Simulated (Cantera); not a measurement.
Mixture: 10.4 % CH4, 20.8 % O2, 68.8 % N2, at 3300000 Pa, adiabatic and at constant volume. Ignition delay is the time to a rise of 400 K.

Model: GRI-Mech 3.0 (53 species, 325 reactions), integrated in Cantera. The pressure lies above the range GRI-Mech 3.0 was tuned for (to about 10 atm).

Problem. Predict: delay at 1148 K; delay at 1348 K; delay at 1548 K; delay at 1748 K; delay at 1948 K; apparent activation energy between 1748 and 1948 K.

Solution. 
```
Property                                                Result
--------------------------------------------------  ----------
delay at 1148 K                                        2.09 ms
delay at 1348 K                                       0.210 ms
delay at 1548 K                                        33.8 µs
delay at 1748 K                                        7.27 µs
delay at 1948 K                                        2.02 µs
apparent activation energy between 1748 and 1948 K  180 kJ/mol
```
